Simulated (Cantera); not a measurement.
Source: NASA polynomial tables (part measured, part estimated), evaluated in Cantera. Values are per mole of reaction as written; species without (g) are pure solids or liquids, kept so even where they would boil at 1 bar.

### Question
Between 1650 and 2100 K, where is each reaction favourable under standard conditions?
- O2(g) + 4 SiCl2(g) = 2 SiO(g) + 2 SiCl4(g)

### Answer
- O2(g) + 4 SiCl2(g) = 2 SiO(g) + 2 SiCl4(g): ΔG° is -467 kJ at 1650 K and -369 kJ at 2100 K; it stays negative (K > 1). ΔH° is -820 kJ and ΔS° -214 J/K at 2100 K.
